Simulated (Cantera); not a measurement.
Equilibrium for silicon oxide and oxynitride deposition: Si2H6 + H2O + N2

Feed: 1 mol Si2H6, 1.1 mol H2O, 1.6 mol N2, equilibrated at 490 Pa.

Cantera equilibrium calculation (NASA polynomials, part measured and part estimated; ideal gas, pure solids and liquids). Candidate condensed phases: H2O, Si, SiO2, Si2N2O, Si3N4; 35 gas species. The feed counts by its element totals alone. Mutual solubility and eutectic melting of coexisting phases are not modelled. The tables hold silica as quartz up to 1696 K and as liquid above; real silica turns to tridymite and cristobalite and melts near 1996 K. Equilibrium is a limit: real reactors are often held back by kinetics, nucleation or transport.

From 1548 K to 1573 K the condensed part is SiO2(β-quartz) + Si2N2O(s). From 1598 K to 1698 K the condensed part is Si2N2O(s). The main Si-bearing gas is SiO throughout. The share of Si in condensed phases is highest at 1548 K (95.6 %) and lowest at 1698 K (89.9 %).

```tsv
T (K)	log p H2	log p N2	log p SiO	log p H	log p Si	log p H2O	log p SiH	n SiO2(β-quartz)	n Si2N2O(s)
1548	-2.38	-3.17	-4.05	-5.70	-9.77	-6.51	-10.54	0.0373	0.938
1573	-2.39	-3.17	-3.79	-5.59	-9.36	-6.50	-10.18	0.0115	0.912
1598	-2.40	-3.16	-3.71	-5.47	-8.79	-6.84	-9.65	0	0.900
1623	-2.40	-3.16	-3.71	-5.36	-8.15	-7.32	-9.05	0	0.900
1648	-2.40	-3.16	-3.71	-5.25	-7.54	-7.79	-8.47	0	0.900
1673	-2.40	-3.16	-3.71	-5.14	-6.94	-8.24	-7.91	0	0.900
1698	-2.40	-3.16	-3.71	-5.04	-6.36	-8.68	-7.37	0	0.899
```
log p: log10 of the partial pressure in bar; n: condensed amount in mol.
